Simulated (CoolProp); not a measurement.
Vapour-liquid equilibrium of n-hexane (1) + hexamethyldisiloxane (MM) (2) at 0.00869 MPa; x and y are mole fractions of (1).

Computed with CoolProp (multi-fluid Helmholtz-energy mixture model, Thol 2019 and Thol 2016; pair parameters Bell 2016).

Task: Give the bubble temperature and the first vapour's composition at x = 0.35, 0.5, 0.95. Is there an azeotrope?

Result: x = 0.35: 295.4 K, y = 0.636; x = 0.5: 291.3 K, y = 0.779; x = 0.95: 281.0 K, y = 0.991. No azeotrope shows between x = 0.05 and 0.95.

Pair parameters are fitted to limited data, so mixtures are less certain than the pure fluids.
